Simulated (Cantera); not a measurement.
A freely propagating, adiabatic, planar premixed flame of 8.45 % CH3OH, 17.6 % O2, 74.0 % N2, equivalence ratio 0.72, unburnt at 323 K and 3.50 bar; mixture-averaged transport, grid criteria slope 0.08 and curve 0.16, no radiation.

Model: GRI-Mech 3.0 (53 species, 325 reactions), integrated in Cantera. GRI-Mech 3.0 was tuned for natural gas; its chemistry of methanol as a main component is partial and can be far from experiment. Burning velocities carry a grid error of a few per cent, more on coarse grids.

Q: Predict: laminar burning velocity; thermal thickness; peak x(HO2); peak x(HCO); peak x(CO).

A: 
* **laminar burning velocity**: 10.4 cm/s
* **thermal thickness**: 0.325 mm
* **peak x(HO2)**: 0.000762
* **peak x(HCO)**: 1.45e-5
* **peak x(CO)**: 0.0239
